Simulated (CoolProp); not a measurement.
A Linde-Hampson liquefier for carbon monoxide: isothermal reversible compression at 250 K from 1 atm to 25 MPa, throttling to 1 atm, return gas leaving the recuperator 10 K below the feed. Each further row changes one setting.

Values from CoolProp's reference Helmholtz-energy equation of state, Lemmon 2006. It is a short technical equation, of lower accuracy than the large ones.

```csv
case,liquid yield per pass,compression work (kJ/kg of gas)
as stated,0.136,400
high pressure 50 MPa,0.144,461
warm-end temperature 280 K,0.094,455
warm-end gap 15 K,0.124,400
```
